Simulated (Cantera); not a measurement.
Cantera run:

```python
import numpy as np
import cantera as ct

gas_names = """
    Electron C C+ C- CH CH+ CH2 CH3 CH2OH CH3O CH4 CH3OH CO CO+ CO2 CO2+ COOH C2 C2+ C2- C2H CHCO,ketyl
    C2H2,acetylene C2H2,vinylidene CH2CO,ketene C2H3,vinyl CH3CO,acetyl C2H4 C2H4O,ethylen
    CH3CHO,ethanal CH3COOH (HCOOH)2 C2H5 C2H6 CH3OCH3 C2H5OH C2O C3 C3H3,propargyl C3H4,allene
    C3H4,propyne C3H4,cyclo- C3H5,allyl C3H6,propylene C3H6,cyclo- C3H6O C3H7,n-propyl C3H7,i-propyl
    C3H8 C3H8O,1propanol C3H8O,2propanol C3O2 C4 C4H2 C4H4,1,3-cyclo- C4H6,butadiene C4H6,2-butyne
    C4H6,cyclo- C4H8,1-butene C4H8,cis2-buten C4H8,tr2-butene C4H8,isobutene C4H8,cyclo- (CH3COOH)2
    C4H9,n-butyl C4H9,i-butyl C4H9,s-butyl C4H9,t-butyl C4H10,isobutane C4H10,n-butane C5 C5H6,1,3cyclo-
    C5H8,cyclo- C5H10,1-pentene C5H10,cyclo- C5H11,pentyl C5H11,t-pentyl C5H12,n-pentane C5H12,i-pentane
    CH3C(CH3)2CH3 C6H2 C6H5,phenyl C6H5O,phenoxy C6H6 C6H5OH,phenol C6H10,cyclo- C6H12,1-hexene
    C6H12,cyclo- C6H13,n-hexyl C7H7,benzyl C7H8 C7H8O,cresol C7H14,1-heptene C7H15,n-heptyl
    C7H16,n-heptane C8H8,styrene C8H10,ethylbenz C8H16,1-octene C8H17,n-octyl C8H18,isooctane
    C8H18,n-octane C9H19,n-nonyl C10H8,naphthale C10H21,n-decyl C12H9,o-bipheny C12H10,bipheny H H+ H-
    HCO HCO+ HO2 H2 H2+ H2- HCHO,formaldehy HCOOH H2O H2O+ H2O2 H3O+ O O+ O- OH OH+ OH- O2 O2+ O2- O3
""".split()
cond_names = """
    C(gr) C6H6(L) C7H8(L) C8H18(L),n-octa H2O(s) H2O(L)
""".split()


def load(file, names, dense=False):
    # The tables refer to 1 bar. Condensed volumes are neglected.
    table = {s.name: s for s in ct.Species.list_from_file(file)}
    out = []
    for n in names:
        d = dict(table[n].input_data)
        d["thermo"] = dict(d["thermo"], **{"reference-pressure": 1e5})
        if dense:
            d["equation-of-state"] = {"model": "constant-volume", "density": "1e6 g/cm^3"}
        out.append(ct.Species.from_dict(d))
    return out


gas = ct.Solution(thermo="ideal-gas", species=load("nasa_gas.yaml", gas_names))
cond = {s.name: ct.Solution(thermo="fixed-stoichiometry", species=[s], name=s.name)
        for s in load("nasa_condensed.yaml", cond_names, dense=True)}
atoms = {
    'C2H4': {'C': 2, 'H': 4},
    'CO2': {'C': 1, 'O': 2},
    'H2O': {'H': 2, 'O': 1},
}
top_T = {'C(gr)': 4500}  # K; cautious upper limits of use, not melting points


def equilibrate(T, P, feed):
    n = {}
    for name, mol in feed.items():
        for a, k in atoms[name].items():
            n[a] = n.get(a, 0.0) + k * mol
    gas.TPX = T, P, n
    mass = sum(n.values()) * gas.mean_molecular_weight
    gas.equilibrate("TP")
    valid = [c for c in cond.values() if c.min_temp <= T <= top_T.get(c.name, c.max_temp)]
    mix = ct.Mixture([(gas, mass / gas.mean_molecular_weight)] + [(c, 0.0) for c in valid])
    mix.T, mix.P = T, P
    mix.equilibrate("TP", solver="vcs", rtol=1e-11, max_steps=5000)
    return mix


results = []
feed = {'C2H4': 1, 'CO2': 0.056, 'H2O': 0.31}  # mol
P = 3500  # Pa
for T in [2000, 2500, 3000, 3500, 4000, 4500, 5000]:
    mix = equilibrate(T, P, feed)
    results.append((T, P, feed, dict(zip(mix.species_names, mix.species_moles))))

top = {s: max(r[3][s] / sum(r[3][g] for g in gas_names) for r in results) for s in gas_names}
cols = sorted((s for s in top if top[s] > 0.0001), key=lambda s: -top[s])[:6]
seen = [c for c in cond_names if any(r[3].get(c, 0) > 1e-12 for r in results)]
print("log10 of partial pressures in bar; condensed amounts in mol")
print(f"{'T/K':>10s}" + "".join(f"{s[:9]:>10s}" for s in cols + seen))
for T, P, feed, n in results:
    ng = sum(n[g] for g in gas_names)
    print(f"{T:10.4g}" + "".join(f"{np.log10(max(n[s] / ng * P / 1e5, 1e-99)):10.3f}" for s in cols)
          + "".join(f"{n.get(c, 0):10.4g}" for c in seen))
```

Output:

```
log10 of partial pressures in bar; condensed amounts in mol
       T/K        H2         H         C        CO        C3        C2     C(gr)
      2000    -1.533    -3.555   -10.517    -2.269   -10.557   -11.630      1.63
      2500    -1.592    -2.395    -6.779    -2.293    -6.304    -7.339     1.587
      3000    -1.914    -1.758    -4.295    -2.400    -3.506    -4.499     1.309
      3500    -2.724    -1.591    -2.892    -2.563    -2.628    -3.214         0
      4000    -3.598    -1.597    -2.255    -2.626    -3.220    -3.082         0
      4500    -4.305    -1.614    -2.090    -2.651    -4.677    -3.644         0
      5000    -4.849    -1.616    -2.071    -2.660    -6.178    -4.318         0
```

Method: chemical equilibrium by Gibbs-energy minimisation in Cantera with the NASA 1993 tables (ideal gas, pure condensed phases).
